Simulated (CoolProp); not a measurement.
Model: reference Helmholtz-energy equation of state, Gao 2016, in CoolProp.

Q: For sulfur dioxide, give the phase and the density (kg/m³), speed of sound (m/s) at -33.45 °C and 11200 kPa; 6.85 °C and 11200 kPa; 31.15 °C and 11200 kPa.

A: 
- -33.45 °C and 11200 kPa: liquid; density 1540, speed of sound 1170
- 6.85 °C and 11200 kPa: liquid; density 1440, speed of sound 1010
- 31.15 °C and 11200 kPa: liquid; density 1370, speed of sound 914
